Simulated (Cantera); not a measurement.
Charge: 1 mol Si₂Cl₆, 18 mol N₂, a varied amount of H₂, held at 10.0 mbar.

Cantera equilibrium calculation (NASA polynomials, part measured and part estimated; ideal gas, pure solids and liquids). Candidate condensed phases: NH₄Cl, Si, Si₃N₄; 28 gas species. The feed counts by its element totals alone. The tables' values for SiCl₃ are old estimates. The numbers say what is thermodynamically allowed, not how fast it happens.

**Question.** What condenses at these points (T in K, n(H₂) in mol): (1675, 17); (1725, 12); (1850, 22); (1825, 6.2); (1825, 12); (1800, 3.5)?

**Answer.** 
| T (K) | n(H₂) in mol | condensed phases | Si condensed (%) |
|---|---|---|---|
| 1675 | 17 | Si₃N₄ | 41.5 |
| 1725 | 12 | Si₃N₄ | 21.3 |
| 1850 | 22 | Si | 27.0 |
| 1825 | 6.2 | gas only | 0.0 |
| 1825 | 12 | Si | 11.5 |
| 1800 | 3.5 | gas only | 0.0 |
